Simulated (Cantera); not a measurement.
A closed system holds: 1 mol TiC, 0.086 mol C, 0.39 mol H2, at 2648.15 K and 5.00 bar.

These are equilibrium values from Cantera (NASA tables, ideal gas, pure condensed phases), not measurements of a reactor. Candidate condensed phases: C, C6H6, C7H8, C8H18, Ti, TiC; 77 gas species. TiC: taken at fixed stoichiometry. Rates play no part.

Base state: H2 0.960, H 0.0204, C2H2 (acetylene) 0.0187, CH4 0.000552, CH3 0.000204, C4H2 0.000151, C2H4 3.98e-5, C2H 3.83e-5 (mole fractions); condensed: C(graphite) + TiC(s).

Q: What changes in the equilibrium state with this change: pressure from 5.00 bar to 2.30 Pa?

A: 
```json
[
 {"species": "Ti", "before": "1.90e-6", "after": "0.452"},
 {"species": "H", "before": "0.0204", "after": "0.349"},
 {"species": "C3", "before": "8.72e-7", "after": "0.138"},
 {"species": "H2", "before": "0.960", "after": "0.00130"},
 {"species": "C", "before": "2.27e-7", "after": "0.0444"},
 {"species": "C2", "before": "8.27e-8", "after": "0.0145"},
 {"species": "C2H2 (acetylene)", "before": "0.0187", "after": "2.04e-5"},
 {"species": "CH4", "before": "0.000552", "after": "<1e-9"},
 {"species": "CH3", "before": "0.000204", "after": "<1e-9"},
 {"species": "C4", "before": "<1e-9", "after": "0.000135"},
 {"species": "C5", "before": "4.77e-9", "after": "0.000607"},
 {"species": "C2H4", "before": "3.98e-5", "after": "<1e-9"},
 {"species": "C(graphite), mol", "before": "0.0706", "after": "0"},
 {"species": "TiC(s), mol", "before": "1.000", "after": "0"}
]
```
